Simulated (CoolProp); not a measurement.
Vapour pressure (MPa) of the fluoroketone C6F12O (FK-5-1-12): the reference equation beside estimates from Tc = 168.7 °C, pc = 1.869 MPa, ω = 0.471. Clausius-Clapeyron is anchored at 29.65 °C with a constant enthalpy of vaporisation of 29.57 kJ/mol.

Computed with CoolProp (reference Helmholtz-energy equation of state, McLinden 2015).

| T (°C) | reference | Lee-Kesler | Clausius-Clapeyron | Redlich-Kwong | Peng-Robinson |
|---|---|---|---|---|---|
| 9.55 | 0.02015 | 0.02014 | 0.02124 | 0.07293 | 0.02072 |
| 14.55 | 0.02550 | 0.02549 | 0.02643 | 0.08606 | 0.02607 |
| 19.55 | 0.03195 | 0.03193 | 0.03265 | 0.1009 | 0.03251 |
| 24.65 | 0.03981 | 0.03980 | 0.04020 | 0.1178 | 0.04034 |
| 29.65 | 0.04896 | 0.04895 | 0.04896 | 0.1364 | 0.04943 |
| 34.65 | 0.05970 | 0.05970 | 0.05925 | 0.1570 | 0.06010 |
| 39.65 | 0.07223 | 0.07224 | 0.07126 | 0.1797 | 0.07253 |
| 44.65 | 0.08674 | 0.08678 | 0.08522 | 0.2048 | 0.08692 |
| 49.65 | 0.1034 | 0.1035 | 0.1013 | 0.2322 | 0.1035 |

Absolute difference from the reference over all 9 rows, mean and median: Lee-Kesler 0.0 and 0.0 %, Clausius-Clapeyron 2.0 and 1.8 %, Redlich-Kwong 184.7 and 178.6 %, Peng-Robinson 1.2 and 1.0 %.
